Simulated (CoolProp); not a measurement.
Model: reference Helmholtz-energy equation of state, Lemmon 2006, in CoolProp. It is a short technical equation, of lower accuracy than the large ones.

Question: Give the vapour pressure (kPa), liquid density (kg/m³), vapour density (kg/m³), enthalpy of vaporisation (kJ/kg) of saturated neopentane at 325.8, 357.2 K.

Answer: 
```
T (K)  p (kPa)  liquid density (kg/m³)  vapour density (kg/m³)  enthalpy of vaporisation (kJ/kg)
-----  -------  ----------------------  ----------------------  --------------------------------
325.8      382                     552                    11.5                               279
357.2      805                     510                    24.2                               245
```
